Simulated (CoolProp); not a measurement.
Vapour-liquid equilibrium of propylene (1) + dimethyl ether (2) at 0.67 MPa; x and y are mole fractions of (1).

Values from CoolProp's multi-fluid Helmholtz-energy mixture model, Lemmon 2013 and Wu 2011; pair parameters Bell 2016.

```json
[
 {"x": "0.05", "bubble temperature (K)": "300.5", "y at the bubble point": "0.096", "dew temperature at overall composition x (K)": "301.5", "liquid density (mol/L)": "14.15"},
 {"x": "0.15", "bubble temperature (K)": "296.7", "y at the bubble point": "0.262", "dew temperature at overall composition x (K)": "299.3", "liquid density (mol/L)": "14.03"},
 {"x": "0.25", "bubble temperature (K)": "293.4", "y at the bubble point": "0.398", "dew temperature at overall composition x (K)": "297.0", "liquid density (mol/L)": "13.90"},
 {"x": "0.35", "bubble temperature (K)": "290.5", "y at the bubble point": "0.512", "dew temperature at overall composition x (K)": "294.6", "liquid density (mol/L)": "13.76"},
 {"x": "0.45", "bubble temperature (K)": "287.9", "y at the bubble point": "0.609", "dew temperature at overall composition x (K)": "292.1", "liquid density (mol/L)": "13.62"},
 {"x": "0.55", "bubble temperature (K)": "285.6", "y at the bubble point": "0.693", "dew temperature at overall composition x (K)": "289.5", "liquid density (mol/L)": "13.47"},
 {"x": "0.65", "bubble temperature (K)": "283.6", "y at the bubble point": "0.768", "dew temperature at overall composition x (K)": "286.8", "liquid density (mol/L)": "13.32"},
 {"x": "0.75", "bubble temperature (K)": "281.7", "y at the bubble point": "0.837", "dew temperature at overall composition x (K)": "284.1", "liquid density (mol/L)": "13.17"},
 {"x": "0.85", "bubble temperature (K)": "280.1", "y at the bubble point": "0.903", "dew temperature at overall composition x (K)": "281.4", "liquid density (mol/L)": "13.02"},
 {"x": "0.95", "bubble temperature (K)": "278.5", "y at the bubble point": "0.967", "dew temperature at overall composition x (K)": "278.9", "liquid density (mol/L)": "12.88"}
]
```

No azeotrope shows between x = 0.05 and 0.95.

Pair parameters are fitted to limited data, so mixtures are less certain than the pure fluids.
